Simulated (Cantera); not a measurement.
Charge: 1 mol Si₃N₄, 0.0022 mol H₂O, 2.9 mol H₂, equilibrated at 3.50 Pa.

These are equilibrium values from Cantera (NASA tables, ideal gas, pure condensed phases), not measurements of a reactor. Candidate condensed phases: H₂O, Si, SiO₂, Si₂N₂O, Si₃N₄; 35 gas species. Mutual solubility and eutectic melting of coexisting phases are not modelled. Gases not in the tables: Si₂H₆ and higher silanes. The numbers say what is thermodynamically allowed, not how fast it happens.

Question: Which condensed phases are stable at each of these points (T (K)): 900, 1000, 1100, 1200, 1300, 1400, 1500, 1600, 1700, 1800, 1900, 2000, 2100, 2200?

Answer: 
```json
[
 {"T (K)": "900", "condensed phases": "Si₂N₂O(s) + Si₃N₄(s)", "Si condensed (%)": "100.0"},
 {"T (K)": "1000", "condensed phases": "Si₂N₂O(s) + Si₃N₄(s)", "Si condensed (%)": "100.0"},
 {"T (K)": "1100", "condensed phases": "Si₂N₂O(s) + Si₃N₄(s)", "Si condensed (%)": "100.0"},
 {"T (K)": "1200", "condensed phases": "Si(s) + Si₂N₂O(s) + Si₃N₄(s)", "Si condensed (%)": "100.0"},
 {"T (K)": "1300", "condensed phases": "Si(s) + Si₂N₂O(s) + Si₃N₄(s)", "Si condensed (%)": "100.0"},
 {"T (K)": "1400", "condensed phases": "Si(s) + Si₃N₄(s)", "Si condensed (%)": "99.9"},
 {"T (K)": "1500", "condensed phases": "Si(s)", "Si condensed (%)": "99.9"},
 {"T (K)": "1600", "condensed phases": "Si(s)", "Si condensed (%)": "99.5"},
 {"T (K)": "1700", "condensed phases": "Si(l)", "Si condensed (%)": "96.6"},
 {"T (K)": "1800", "condensed phases": "Si(l)", "Si condensed (%)": "82.7"},
 {"T (K)": "1900", "condensed phases": "gas only", "Si condensed (%)": "0.0"},
 {"T (K)": "2000", "condensed phases": "gas only", "Si condensed (%)": "0.0"},
 {"T (K)": "2100", "condensed phases": "gas only", "Si condensed (%)": "0.0"},
 {"T (K)": "2200", "condensed phases": "gas only", "Si condensed (%)": "0.0"}
]
```

From 900 K to 1100 K the condensed part is Si₂N₂O(s) + Si₃N₄(s). From 1200 K to 1300 K the condensed part is Si(s) + Si₂N₂O(s) + Si₃N₄(s). At 1400 K the condensed part is Si(s) + Si₃N₄(s). From 1500 K to 1600 K the condensed part is Si(s). From 1700 K to 1800 K the condensed part is Si(l). From 1900 K to 2200 K nothing is condensed.
